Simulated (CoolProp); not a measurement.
Computed with CoolProp (reference Helmholtz-energy equation of state, Lemmon 2006). It is a short technical equation, of lower accuracy than the large ones.

Q: For C2F6 (R116), give the phase and the speed of sound (m/s) at 190.8 K and 0.101 MPa; 239 K and 0.101 MPa; 325.8 K and 0.101 MPa.

A: 
- 190.8 K and 0.101 MPa: liquid; speed of sound 578
- 239 K and 0.101 MPa: gas; speed of sound 124
- 325.8 K and 0.101 MPa: gas; speed of sound 145
